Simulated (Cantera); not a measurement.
**Ammonia decomposition in nitride growth gas**

An isothermal, constant-pressure homogeneous reactor starts with 95.7 % NH3, 4.31 % N2, at 2375 K and 0.138 atm.

Cantera simulation using the gas-phase N/H chemistry of the illustrative SiF4/NH3 mechanism in the Surface Chemkin manual (1991); the numbers are that mechanism's predictions, not measurements. Walls and surfaces, which speed up NH3 decomposition in real reactors, are not modelled.

```
t (s)       x NH3    x N2       x H    x N2H2      x N
--------  -------  ------  --------  --------  -------
7.00e-5     0.947  0.0433   1.89e-5   1.95e-5  2.27e-7
0.000202    0.926  0.0475   6.39e-5   4.30e-5  1.01e-6
0.000585    0.865  0.0620  0.000168   3.83e-5  2.91e-6
0.00169     0.718  0.0968  0.000407   2.73e-5  6.20e-6
0.00489     0.447   0.161  0.000928   1.36e-5  9.32e-6
0.0142      0.147   0.231   0.00204   3.51e-6  1.12e-5
0.0409    0.00715   0.264   0.00671   1.55e-7  1.40e-5
0.118     6.87e-6   0.262    0.0306  1.02e-11  1.39e-6
0.342     9.90e-7   0.262    0.0319    <1e-12  2.29e-7
0.989     5.28e-7   0.262    0.0319    <1e-12  1.22e-7
2.86      5.09e-7   0.262    0.0319    <1e-12  1.18e-7
8.27      5.09e-7   0.262    0.0319    <1e-12  1.18e-7
23.9      5.09e-7   0.262    0.0319    <1e-12  1.18e-7
69.2      5.09e-7   0.262    0.0319    <1e-12  1.18e-7
200       5.09e-7   0.262    0.0319    <1e-12  1.18e-7
```
x: mole fraction; the columns are a selection and need not sum to one.

Equilibrium at this temperature and pressure: NH3 5.09e-7, N2 0.262, H 0.0319, N2H2 <1e-12, N 1.18e-7 (gas phase only).
